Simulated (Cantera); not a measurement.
Feed: 1 mol borazine, 0.086 mol O2, 1 mol N2.

Equilibrium computed with Cantera from the NASA thermochemical tables; the gas is ideal and each condensed phase is pure. Candidate condensed phases: B, BN, B2O3, B3O3H3, H2O; 39 gas species. The feed counts by its element totals alone. Mutual solubility and eutectic melting of coexisting phases are not modelled. Kinetics and transport are ignored.

Stable condensed phases, one row left out:

```
T in K \ P in Pa
             10     37    140    520   1900   7200  27000 100000
   1850       A      A      A      A      A      A      A      A
   1750       A      A      A      A      A      A      A      B
   1650       A      A      A      A      A      A      B      B
   1550       A      A      A      A      B      B      B      B
   1350       A      B      B      B      B      B      B      B
   1250       B      B      B      B      B      B      B      B
   1150       B      B      B      B      B      B      B      B
   1050       B      B      B      B      B      B      B      B
```

A: BN; B: BN + B2O3.

Task: Give the row for 1450 K.

Result: 10: BN; 37: BN; 140: BN + B2O3; 520: BN + B2O3; 1900: BN + B2O3; 7200: BN + B2O3; 27000: BN + B2O3; 100000: BN + B2O3.
